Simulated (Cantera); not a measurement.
What does this Cantera script print?

```python
import numpy as np
import cantera as ct

gas_names = """
    CL CLO CL2 H HCL HOCL HO2 H2 H2O H2O2 O OH O2 O3 Ti TiCL TiCL2 TiCL3 TiCL4 TiO TiOCL TiOCL2 TiO2
""".split()
cond_names = """
    H2O(s) H2O(L) Ti(a) Ti(b) Ti(L) TiCL2(s) TiCL3(s) TiCL4(L) TiO(a) TiO(b) TiO(L) TiO2(ru) TiO2(L)
    Ti2O3(a) Ti2O3(b) Ti2O3(L) Ti3O5(a) Ti3O5(b) Ti3O5(L) Ti4O7(s) Ti4O7(L)
""".split()


# ... load() reads the species with a 1 bar reference pressure and builds the phases ...
atoms = {
    'TiCl4': {'Ti': 1, 'CL': 4},
    'H2O': {'H': 2, 'O': 1},
}
top_T = {'TiCL2(s)': 1300, 'TiCL3(s)': 1000}  # K; cautious upper limits of use, not melting points


# ... equilibrate(T, P, feed) seeds the gas with the atoms and calls Mixture.equilibrate('TP', solver="vcs", rtol=1e-11, max_steps=5000) ...
results = []
T = 1600  # K
P = 10000  # Pa
for m in [1.2, 1.7, 2.4, 3.4, 4.8, 6.9, 9.9, 14, 20, 29]:
    feed = {'TiCl4': 1, 'H2O': m}  # mol
    mix = equilibrate(T, P, feed)
    results.append((T, P, feed, dict(zip(mix.species_names, mix.species_moles))))

top = {s: max(r[3][s] / sum(r[3][g] for g in gas_names) for r in results) for s in gas_names}
cols = sorted((s for s in top if top[s] > 0.0001), key=lambda s: -top[s])[:8]
seen = [c for c in cond_names if any(r[3].get(c, 0) > 1e-12 for r in results)]
print("log10 of partial pressures in bar; condensed amounts in mol")
print(f"{'n(H2O)':>10s}" + "".join(f"{s[:9]:>10s}" for s in cols + seen))
for T, P, feed, n in results:
    ng = sum(n[g] for g in gas_names)
    print(f"{feed['H2O']:10.4g}" + "".join(f"{np.log10(max(n[s] / ng * P / 1e5, 1e-99)):10.3f}" for s in cols)
          + "".join(f"{n.get(c, 0):10.4g}" for c in seen))
```

Result:

```
log10 of partial pressures in bar; condensed amounts in mol
    n(H2O)       HCL       H2O     TiCL4        CL     TiCL3        H2        O2       CL2  TiO2(ru)
       1.2    -1.070    -4.258    -1.865    -3.221    -3.232    -4.431   -10.012    -4.525    0.5991
       1.7    -1.022    -3.897    -2.395    -3.381    -3.602    -4.014   -10.122    -4.845    0.8477
       2.4    -1.044    -2.042    -6.191    -3.514    -7.265    -3.792    -6.857    -5.110         1
       3.4    -1.133    -1.587    -7.457    -3.577    -8.468    -3.844    -5.842    -5.236         1
       4.8    -1.233    -1.386    -8.259    -3.653    -9.195    -3.893    -5.343    -5.388         1
       6.9    -1.350    -1.260    -8.979    -3.749    -9.818    -3.934    -5.009    -5.580         1
       9.9    -1.476    -1.179    -9.646    -3.862   -10.373    -3.961    -4.791    -5.805         1
        14    -1.604    -1.126   -10.266    -3.982   -10.873    -3.978    -4.652    -6.046         1
        20    -1.743    -1.088   -10.895    -4.115   -11.368    -3.988    -4.556    -6.312         1
        29    -1.891    -1.061   -11.545    -4.261   -11.873    -3.994    -4.490    -6.604         1
```

These are equilibrium values from Cantera (NASA tables, ideal gas, pure condensed phases), not measurements of a reactor. Gases not in the tables: TiO(OH)2.
